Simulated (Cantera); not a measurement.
Gas mixture: N2O = 0.5 (molar parts), at 180 Pa, frozen composition.

Cantera's kinetic-theory transport with the Lennard-Jones parameters of GRI-Mech 3.0, ideal gas; thermal conductivity in the mixture-averaged form. The composition is frozen, though it would react at the higher temperatures.

One state of this run: ρ (kg/m³) = 0.000829; cp (J/kg/K) = 1285; μ (µPa s) = 44.1; λ (mW/m/K) = 77.1; Pr = 0.736; D (cm²/s) C2H2 = 769; D (cm²/s) NO = 896; D (cm²/s) H2O = 1180. D: mixture-averaged diffusion coefficient of that species in the mixture.

Question: Which value of T (K) does it belong to?
A) 1150
B) 1300
C) 400
D) 1000

Answer: A, 1150
